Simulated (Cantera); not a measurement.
An isothermal, constant-pressure homogeneous reactor starts with CH4 : N2 = 1 : 5.3 (molar parts), at 1423 K and 143 Torr. Integrator tolerance rtol = 1e-08.

Detailed kinetics in Cantera: GRI-Mech 3.0 (53 species, 325 reactions). GRI-Mech 3.0 stops at C3 and has no aromatics, soot or wall deposition, so with more carbon than oxygen in the feed, carbon stays in small species such as C2H2 where larger ones or solid carbon would form.

### Question
What does this change do: temperature 1423 to 1198 K?

### Answer
```
quantity                                            before                                     after
-----------------  ---------------------------------------  ----------------------------------------
x(CH4) at 70.0 s    0.0180 (gas-phase equilibrium 0.00598)      0.158 (gas-phase equilibrium 0.0577)
x(H2) at 70.0 s        0.181 (gas-phase equilibrium 0.197)    0.000996 (gas-phase equilibrium 0.126)
x(C2H2) at 70.0 s    0.0595 (gas-phase equilibrium 0.0312)   0.000187 (gas-phase equilibrium 0.0180)
x(H) at 70.0 s     5.53e-6 (gas-phase equilibrium 6.81e-6)  8.79e-10 (gas-phase equilibrium 1.56e-7)
x(C2H6) at 70.0 s  2.06e-6 (gas-phase equilibrium 4.46e-7)   5.44e-5 (gas-phase equilibrium 2.00e-5)
```

### Question
What does this change do: pressure from 143 Torr to 0.233 Torr?

### Answer
```tsv
quantity	before	after
x(CH4) at 70.0 s	0.0180 (gas-phase equilibrium 0.00598)	0.146 (gas-phase equilibrium 1.07e-5)
x(H2) at 70.0 s	0.181 (gas-phase equilibrium 0.197)	0.0136 (gas-phase equilibrium 0.205)
x(C2H2) at 70.0 s	0.0595 (gas-phase equilibrium 0.0312)	0.00238 (gas-phase equilibrium 0.0335)
x(H) at 70.0 s	5.53e-6 (gas-phase equilibrium 6.81e-6)	2.83e-6 (gas-phase equilibrium 0.000172)
x(C2H6) at 70.0 s	2.06e-6 (gas-phase equilibrium 4.46e-7)	1.02e-5 (gas-phase equilibrium 1.38e-12)
```
Radical loss at walls, strong at low pressure, is not modelled.

### Question
What does this change do: pressure from 143 Torr to 20.0 Torr?

### Answer
```json
[
 {"quantity": "x(CH4) at 70.0 s", "before": "0.0180 (gas-phase equilibrium 0.00598)", "after": "0.0470 (gas-phase equilibrium 0.000910)"},
 {"quantity": "x(H2) at 70.0 s", "before": "0.181 (gas-phase equilibrium 0.197)", "after": "0.144 (gas-phase equilibrium 0.204)"},
 {"quantity": "x(C2H2) at 70.0 s", "before": "0.0595 (gas-phase equilibrium 0.0312)", "after": "0.0480 (gas-phase equilibrium 0.0331)"},
 {"quantity": "x(H) at 70.0 s", "before": "5.53e-6 (gas-phase equilibrium 6.81e-6)", "after": "7.68e-6 (gas-phase equilibrium 1.85e-5)"},
 {"quantity": "x(C2H6) at 70.0 s", "before": "2.06e-6 (gas-phase equilibrium 4.46e-7)", "after": "6.23e-6 (gas-phase equilibrium 9.99e-9)"}
]
```
Radical loss at walls, strong at low pressure, is not modelled.
